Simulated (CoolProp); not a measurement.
Vapour pressure (MPa) of water: the reference equation beside estimates from Tc = 647.1 K, pc = 22.06 MPa, ω = 0.344. Clausius-Clapeyron is anchored at 418.5 K with a constant enthalpy of vaporisation of 38.34 kJ/mol.

Values from CoolProp's reference Helmholtz-energy equation of state, Wagner 2002.

```tsv
T (K)	reference	Lee-Kesler	Clausius-Clapeyron	Redlich-Kwong	Soave-Redlich-Kwong	Peng-Robinson
414.5	(withheld)	(withheld)	0.3774	0.8698	0.3635	0.3683
418.5	0.4197	0.4069	0.4197	(withheld)	(withheld)	0.4125
422.5	0.4679	0.4557	(withheld)	1.041	0.4565	0.4609
426.6	0.5219	0.5105	0.5174	1.138	0.5111	0.5151
430.6	(withheld)	0.5688	0.5720	1.239	0.5692	0.5727
434.6	0.6414	0.6323	0.6313	(withheld)	0.6325	0.6354
438.6	0.7088	0.7012	0.6954	1.461	0.7012	0.7034
442.6	0.7817	0.7759	0.7647	1.582	0.7757	0.7770
446.7	0.8625	0.8588	0.8414	1.713	0.8583	0.8587
```

Q: Fill in the missing entries.

A: 
- 414.5, reference: 0.3756
- 414.5, Lee-Kesler: 0.3623
- 418.5, Redlich-Kwong: 0.9527
- 418.5, Soave-Redlich-Kwong: 0.4079
- 422.5, Clausius-Clapeyron: 0.4659
- 430.6, reference: 0.5792
- 434.6, Redlich-Kwong: 1.347

Absolute difference from the reference over all 9 rows, mean and median: Lee-Kesler 1.9 and 1.8 %, Clausius-Clapeyron 1.2 and 1.2 %, Redlich-Kwong 114.5 and 113.9 %, Soave-Redlich-Kwong 1.8 and 1.7 %, Peng-Robinson 1.1 and 1.1 %.
